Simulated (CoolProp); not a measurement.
The numbers come from the reference Helmholtz-energy equation of state, Zhou 2011 in CoolProp.

**Question.** Give the vapour pressure (kPa), liquid density (kg/m³), enthalpy of vaporisation (kJ/kg), liquid cp (kJ/(kg K)) of saturated dimethyl carbonate at 103.35, 117.95, 205.15 °C.

**Answer.** 
```
T (°C)  p (kPa)  liquid density (kg/m³)  enthalpy of vaporisation (kJ/kg)  liquid cp (kJ/(kg K))
------  -------  ----------------------  --------------------------------  ---------------------
103.35      152                     955                               366                   1.99
117.95      228                     933                               356                   2.03
205.15     1470                     783                               275                   2.38
```
